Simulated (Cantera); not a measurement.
Charge: 1 mol CuO, 4.3 mol CH4, 1.8 mol N2, held at 2575 K and 2.90 mbar.

Method: chemical equilibrium by Gibbs-energy minimisation in Cantera with the NASA 1993 tables (ideal gas, pure condensed phases). Candidate condensed phases: C, C6H6, C7H8, C8H18, Cu, CuO, Cu(OH)2, Cu2O, H2O; 139 gas species. Equilibrium is a limit: real reactors are often held back by kinetics, nucleation or transport.

Base state: H 0.383, H2 0.354, N2 0.107, CO 0.0651, Cu 0.0651, HCN 0.0165, C2H2 (acetylene) 0.00520, HNC 0.00211 (mole fractions); condensed: C(graphite).

Question: What changes in the equilibrium state with this change: pressure from 2.90 mbar to 5.70 bar?

Answer: 
| species | before | after |
|---|---|---|
| H2 | 0.354 | 0.683 |
| N2 | 0.107 | 0.135 |
| CO | 0.0651 | 0.0831 |
| H | 0.383 | 0.0120 |
| C2H2 (acetylene) | 0.00520 | 0.0100 |
| HCN | 0.0165 | 0.0258 |
| Cu | 0.0651 | 0.0462 |
| CH4 | 4.84e-8 | 0.000355 |
| C2H4 | 3.00e-9 | 2.20e-5 |
| NH3 | 1.93e-9 | 1.14e-5 |
| C3 | 0.000532 | 2.70e-7 |
| C2 | 4.97e-5 | 2.53e-8 |
| C(graphite), mol | 2.79 | 2.70 |
| Cu(l), mol | 0 | 0.424 |
